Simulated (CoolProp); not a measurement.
Properties of CHF3 (R23) at several states.

The numbers come from the reference Helmholtz-energy equation of state, Penoncello 2003 in CoolProp.

| T (°C) | p (MPa) | phase | density (kg/m³) | cp (kJ/(kg K)) | isothermal compressibility (1/MPa) | expansivity (1/kK) | fugacity coefficient |
|---|---|---|---|---|---|---|---|
| 46.15 | 0.04 | gas | 1.057 | ? | 25.06 | 3.158 | 0.9976 |
| -33.85 | 22.6 | liquid | 1333 | ? | 0.002411 | ? | 0.06034 |
| -62.65 | 0.108 | gas | 4.452 | 0.6607 | 9.553 | 5.355 | 0.9714 |
| -106.85 | 6.49 | liquid | ? | ? | 0.001105 | ? | 0.003516 |
| 153.65 | 0.376 | gas | 7.475 | ? | 2.680 | 2.418 | 0.9924 |
| 6.55 | 0.0227 | gas | 0.6849 | 0.7044 | 44.15 | 3.602 | 0.9979 |

Fill in the missing entries.


- 46.15, cp (kJ/(kg K)): 0.7619
- -33.85, cp (kJ/(kg K)): 1.247
- -33.85, expansivity (1/kK): 2.634
- -106.85, density (kg/m³): 1548
- -106.85, cp (kJ/(kg K)): 1.197
- -106.85, expansivity (1/kK): 2.218
- 153.65, cp (kJ/(kg K)): 0.9131
